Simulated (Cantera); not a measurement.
What does this Cantera script print?

```python
import numpy as np
import cantera as ct

gas_names = """
    CL CL2 H HCL H2 Si SiCL SiCL2 SiCL3 SiCL4 SiH SiHCL3 SiH2 SiH2CL2 SiH3 SiH3CL SiH4 Si2 Si3
""".split()
cond_names = """
    Si(cr) Si(L)
""".split()


# ... load() reads the species with a 1 bar reference pressure and builds the phases ...
atoms = {
    'SiCl4': {'Si': 1, 'CL': 4},
    'Cl2': {'CL': 2},
    'H2': {'H': 2},
}
top_T = {}  # K; cautious upper limits of use, not melting points


# ... equilibrate(T, P, feed) seeds the gas with the atoms and calls Mixture.equilibrate('TP', solver="vcs", rtol=1e-11, max_steps=5000) ...
results = []
feed = {'SiCl4': 1, 'Cl2': 0.86, 'H2': 19}  # mol
T = 623  # K
P = 160000  # Pa
mix = equilibrate(T, P, feed)
results.append((T, P, feed, dict(zip(mix.species_names, mix.species_moles))))
x = sorted(zip(gas.X, gas.species_names), reverse=True)
print(f"T = {T:g} K  P = {P:g} Pa  gas = {mix.phase_moles(0):.4g} mol")
print("   x: " + "  ".join(f"{s} {v:.3e}" for v, s in x if v > 1e-05))
print("   condensed (mol): " + ("  ".join(f"{mix.phase(i).name} {mix.phase_moles(i):.4g}"
      for i in range(1, mix.n_phases) if mix.phase_moles(i) > 1e-12) or "none"))
```

It prints:

```
T = 623 K  P = 160000 Pa  gas = 20.86 mol
   x: H2 8.696e-01  HCL 8.248e-02  SiCL4 4.792e-02  SiHCL3 2.338e-05
   condensed (mol): none
```

These are equilibrium values from Cantera (NASA tables, ideal gas, pure condensed phases), not measurements of a reactor.
